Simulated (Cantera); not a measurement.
Silicon epitaxy and polysilicon growth: SiCl4 + H2

Feed: 1 mol SiCl4, a varied amount of H2, held at 602 °C and 1.00 bar.

Equilibrium computed with Cantera from the NASA thermochemical tables; the gas is ideal and each condensed phase is pure. Candidate condensed phases: Si; 19 gas species. The tables' values for SiCl3 are old estimates; treat these amounts as uncertain. The numbers say what is thermodynamically allowed, not how fast it happens.

| n(H2) (mol) | log p H2 | log p SiCl4 | log p HCl | log p SiHCl3 | log p SiH2Cl2 |
|---|---|---|---|---|---|
| 27 | -0.02 | -1.55 | -2.10 | -2.13 | -3.74 |
| 37 | -0.01 | -1.70 | -2.18 | -2.20 | -3.74 |
| 50 | -0.01 | -1.85 | -2.25 | -2.28 | -3.74 |
| 68 | -0.01 | -2.01 | -2.32 | -2.35 | -3.74 |
| 92 | -0.01 | -2.16 | -2.39 | -2.44 | -3.75 |
| 130 | 0.00 | -2.35 | -2.48 | -2.53 | -3.75 |
| 170 | 0.00 | -2.49 | -2.55 | -2.61 | -3.76 |
| 230 | 0.00 | -2.67 | -2.63 | -2.70 | -3.77 |
| 320 | 0.00 | -2.86 | -2.72 | -2.80 | -3.79 |
| 430 | 0.00 | -3.04 | -2.80 | -2.90 | -3.80 |
| 590 | 0.00 | -3.25 | -2.89 | -3.02 | -3.82 |
log p: log10 of the partial pressure in bar; nothing condenses.

From 27 mol H2 to 590 mol H2 nothing is condensed. The main Si-bearing gas is SiCl4 at 27 mol H2 and SiHCl3 at 590 mol H2.
